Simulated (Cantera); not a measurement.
Input: 1 mol B2H6, 20 mol NH3, 13 mol N2, equilibrated at 10.0 mbar.

These are equilibrium values from Cantera (NASA tables, ideal gas, pure condensed phases), not measurements of a reactor. Candidate condensed phases: B, BN; 15 gas species. The feed counts by its element totals alone. Equilibrium is a limit: real reactors are often held back by kinetics, nucleation or transport. All values below are at 852 °C.

Base state: H2 0.600, N2 0.400 (mole fractions); condensed: BN(s).

Q: What changes in the equilibrium state with this change: B2H6 replaced by BF3?

A: 
| species | before | after |
|---|---|---|
| H2 | 0.600 | 0.551 |
| N2 | 0.400 | 0.424 |
| BF3 | 0 | 0.0154 |
| HF | 0 | 0.00922 |
| BHF2 | 0 | 2.66e-5 |
| BN(s), mol | 2.00 | 0.165 |
